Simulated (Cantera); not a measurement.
Feed: 1 mol CuO, 5.7 mol C, 16 mol N2, at 240 Pa.

Method: chemical equilibrium by Gibbs-energy minimisation in Cantera with the NASA 1993 tables (ideal gas, pure condensed phases). Candidate condensed phases: C, Cu, CuO, Cu2O; 27 gas species. The numbers say what is thermodynamically allowed, not how fast it happens.

x: gas mole fraction; n: condensed amount in mol.

| T (K) | x N2 | x CO | x Cu | x Cu2 | n C(graphite) | n Cu(l) |
|---|---|---|---|---|---|---|
| 1475 | 0.939 | 0.0587 | 0.00223 | [?] | 4.70 | 0.962 |
| 1550 | 0.934 | 0.0584 | 0.00773 | [?] | 4.70 | 0.867 |
| 1625 | 0.919 | 0.0574 | 0.0238 | [?] | 4.70 | 0.585 |
| 1700 | 0.889 | 0.0556 | 0.0554 | [?] | 4.70 | 0 |
| 1775 | 0.889 | 0.0556 | 0.0555 | [?] | 4.70 | 0 |
| 1850 | 0.889 | 0.0556 | 0.0555 | [?] | 4.70 | 0 |
| 1925 | 0.889 | 0.0556 | 0.0555 | [?] | 4.70 | 0 |
| 2000 | 0.889 | 0.0556 | 0.0555 | [?] | 4.70 | 0 |
| 2075 | 0.889 | 0.0556 | 0.0555 | [?] | 4.70 | 0 |

Some entries are withheld; supply them.


- 1475, x Cu2: 7.42e-7
- 1550, x Cu2: 4.14e-6
- 1625, x Cu2: 1.96e-5
- 1700, x Cu2: 5.62e-5
- 1775, x Cu2: 3.14e-5
- 1850, x Cu2: 1.84e-5
- 1925, x Cu2: 1.12e-5
- 2000, x Cu2: 7.11e-6
- 2075, x Cu2: 4.64e-6
